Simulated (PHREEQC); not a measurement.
Consider water at 92 °C with 5.6 mmol/kgw H2SO4, 64 mmol/kgw CuSO4 and 5.8 mmol/kgw MgSO4. Closed to the air; pH follows from the charge balance.

The numbers come from PHREEQC with the ion-association model, phreeqc.dat.

The ionic strength comes out as 0.143 mol/kgw. What activity coefficients do Cu2(OH)2+2, H+, Cu+2, Mg+2, SO4-2 get?

Cu2(OH)2+2 0.29, H+ 0.79, Cu+2 0.31, Mg+2 0.32, SO4-2 0.28.

Precipitation was switched off in this run. At this temperature some constants are extrapolated from 25 °C, and those without enthalpy data are left unchanged.
